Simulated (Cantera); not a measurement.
Input: 1 mol SiH4, 25 mol CO2, 0.37 mol O2, equilibrated at 1427 °C.

Method: chemical equilibrium by Gibbs-energy minimisation in Cantera with the NASA 1993 tables (ideal gas, pure condensed phases). Candidate condensed phases: C, C6H6, C7H8, C8H18, H2O, Si, SiC, SiO2; 123 gas species. The tables hold silica as quartz up to 1696 K and as liquid above; real silica turns to tridymite and cristobalite and melts near 1996 K. Equilibrium is a limit: real reactors are often held back by kinetics, nucleation or transport.

Q: At 105 Torr, list the 4 most abundant gas species with their mole fractions, and the condensed phases.

A: CO2 0.808, CO 0.118, H2O 0.0710, H2 0.00303. Condensed: SiO2(condensed).
